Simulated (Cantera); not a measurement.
## Adiabatic ignition

An adiabatic, constant-pressure homogeneous reactor starts with CH4 : H2 : O2 : N2 = 1 : 0.051 : 2.3 : 8.65 (molar parts), at 1200 K and 950000 Pa.

Computed with Cantera and GRI-Mech 3.0 (53 species, 325 reactions).

| t (s) | T (K) | x CH4 | x H2 | x O2 | x CH3 | x C2H | x H2O | x CH2CO |
|---|---|---|---|---|---|---|---|---|
| 1.00e-6 | 1200 | 0.0833 | 0.00425 | 0.192 | 7.50e-9 | <1e-12 | 2.56e-10 | <1e-12 |
| 3.35e-6 | 1200 | 0.0833 | 0.00425 | 0.192 | 2.56e-8 | <1e-12 | 1.50e-9 | <1e-12 |
| 1.12e-5 | 1200 | 0.0833 | 0.00425 | 0.192 | 8.94e-8 | <1e-12 | 1.19e-8 | <1e-12 |
| 3.76e-5 | 1200 | 0.0833 | 0.00425 | 0.192 | 3.52e-7 | <1e-12 | 1.41e-7 | <1e-12 |
| 0.000126 | 1200 | 0.0833 | 0.00425 | 0.192 | 2.12e-6 | <1e-12 | 2.74e-6 | <1e-12 |
| 0.000422 | 1201 | 0.0832 | 0.00423 | 0.192 | 1.19e-5 | <1e-12 | 9.39e-5 | 2.38e-10 |
| 0.00141 | 1208 | 0.0820 | 0.00418 | 0.191 | 2.29e-5 | <1e-12 | 0.00126 | 9.96e-8 |
| 0.00474 | 2683 | <1e-12 | 0.00458 | 0.0237 | <1e-12 | <1e-12 | 0.159 | <1e-12 |
| 0.0159 | 2682 | <1e-12 | 0.00458 | 0.0235 | <1e-12 | <1e-12 | 0.159 | <1e-12 |
| 0.0532 | 2682 | <1e-12 | 0.00458 | 0.0235 | <1e-12 | <1e-12 | 0.159 | <1e-12 |
| 0.178 | 2682 | <1e-12 | 0.00458 | 0.0235 | <1e-12 | <1e-12 | 0.159 | <1e-12 |
| 0.597 | 2682 | <1e-12 | 0.00458 | 0.0235 | <1e-12 | <1e-12 | 0.159 | <1e-12 |
| 2.00 | 2682 | <1e-12 | 0.00458 | 0.0235 | <1e-12 | <1e-12 | 0.159 | <1e-12 |
x: mole fraction; the columns are a selection and need not sum to one.

The time of steepest temperature rise is 2.49 ms, the temperature at 2.00 s is 2682 K and the equilibrium temperature is 2682 K. The x(CH4) at 2.00 s comes out as <1e-12 (gas-phase equilibrium <1e-12). The x(H2) at 2.00 s is 0.00458 (gas-phase equilibrium 0.00458) and the x(O2) at 2.00 s comes out as 0.0235 (gas-phase equilibrium 0.0235).
